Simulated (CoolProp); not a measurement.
Model: reference Helmholtz-energy equation of state, Wu 2011, in CoolProp.

Question: For dimethyl ether, give the phase and the cv (kJ/(kg K)), viscosity (µPa s) at 334.2 K and 0.182 MPa.

Answer: 
- 334.2 K and 0.182 MPa: gas; cv 1.37, viscosity 10.2

Viscosity comes from a separate model (Meng 2012).
